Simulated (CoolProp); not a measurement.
C2F6 (R116) along the isotherm 233.9 K: density (kg/m³) from the reference equation and from simpler models built on Tc = 293.0 K, pc = 30.48 bar, ω = 0.257; each cubic takes its own stable root.

Values from CoolProp's reference Helmholtz-energy equation of state, Lemmon 2006. It is a short technical equation, of lower accuracy than the large ones.

| p (bar) | phase | reference |
|---|---|---|
| 0.145 | gas | 1.032 |
| 0.274 | gas | 1.957 |
| 0.52 | gas | 3.736 |
| 0.985 | gas | 7.157 |
| 1.87 | gas | 13.90 |
| 3.54 | gas | 27.58 |
| 6.71 | liquid | 1415 |
| 12.7 | liquid | 1421 |
| 24.1 | liquid | 1432 |
| 45.7 | liquid | 1450 |

Question: How far does each simpler model (van der Waals, Redlich-Kwong, Peng-Robinson) lie from the reference over these 10 states: mean and median of the absolute difference, and the worst?

Answer: 
- van der Waals: mean 20.8 %, median 2.1 %, worst -96.2 % at 233.9 K and 6.71 bar
- Redlich-Kwong: mean 12.6 %, median 0.8 %, worst -96.0 % at 233.9 K and 6.71 bar
- Peng-Robinson: mean 2.8 %, median 0.2 %, worst +7.6 % at 233.9 K and 45.7 bar

At some of these states van der Waals, Redlich-Kwong gives the other phase, because its saturation line lies elsewhere.
